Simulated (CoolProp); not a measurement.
Saturation properties of sulfur hexafluoride.

The numbers come from the reference Helmholtz-energy equation of state, Guder 2009 in CoolProp.

```tsv
T (°C)	p (bar)	vapour density (kg/m³)	liquid viscosity (µPa s)
-19.25	7.062	57.76	256
-15.45	7.962	65.21	240
-11.65	8.944	73.46	225
-7.75	10.04	82.86	211
-3.95	11.21	93.04	198
-0.15	12.47	104.3	185
3.75	13.86	117.3	173
7.55	15.33	131.4	162
11.35	16.92	147.2	151
15.25	18.67	165.6	141
19.05	20.50	186.0	131
22.85	22.46	209.5	121
26.75	24.62	237.6	112
30.55	26.88	270.5	102
```

Viscosity comes from a separate model (Quiñones-Cisneros 2012).
